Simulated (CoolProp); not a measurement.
Computed with CoolProp (reference Helmholtz-energy equation of state, Gao 2016).

Problem. Give the vapour pressure (MPa), liquid density (kg/m³), enthalpy of vaporisation (kJ/kg), vapour Z of saturated sulfur dioxide at 315 K.

Solution. 
```tsv
T (K)	p (MPa)	liquid density (kg/m³)	enthalpy of vaporisation (kJ/kg)	vapour Z
315	0.666	1320	338	0.902
```
